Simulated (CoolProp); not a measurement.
R236EA at 293.15 K and 0.0194 MPa is throttled through a valve to 0.00944 MPa with no heat exchange. Each further row changes one setting.

Model: reference Helmholtz-energy equation of state, Rui 2013, in CoolProp.

```csv
case,temperature change (K),final density (kg/m³)
as stated,-0.2,0.591
outlet pressure 0.00283 MPa,-0.4,0.177
outlet pressure 0.0123 MPa,-0.2,0.771
```
